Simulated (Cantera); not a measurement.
An adiabatic, constant-pressure homogeneous reactor starts with H₂ : O₂ : N₂ = 1 : 0.238 : 1.07 (molar parts), equivalence ratio 2.1, at 1275 K and 1000000 Pa.

Computed with Cantera and the H2/O2 subset of GRI-Mech 3.0, which has no nitrogen chemistry. The hydrogen kinetics of GRI-Mech 3.0 are dated; newer H2 mechanisms differ, most at raised pressure.

Question: Predict: time of steepest temperature rise; temperature at 0.100 s; equilibrium temperature; x(H₂) at 0.100 s; x(O₂) at 0.100 s; x(HO₂) at 0.100 s; x(O) at 0.100 s; x(H) at 0.100 s.

Answer: 
```
Property                                                            Result
---------------------------------  ---------------------------------------
time of steepest temperature rise                                  9.09 µs
temperature at 0.100 s                                              2684 K
equilibrium temperature                                             2684 K
x(H₂) at 0.100 s                       0.249 (gas-phase equilibrium 0.249)
x(O₂) at 0.100 s                   1.57e-5 (gas-phase equilibrium 1.57e-5)
x(HO₂) at 0.100 s                  4.81e-8 (gas-phase equilibrium 4.81e-8)
x(O) at 0.100 s                    4.26e-5 (gas-phase equilibrium 4.26e-5)
x(H) at 0.100 s                    0.00850 (gas-phase equilibrium 0.00850)
```
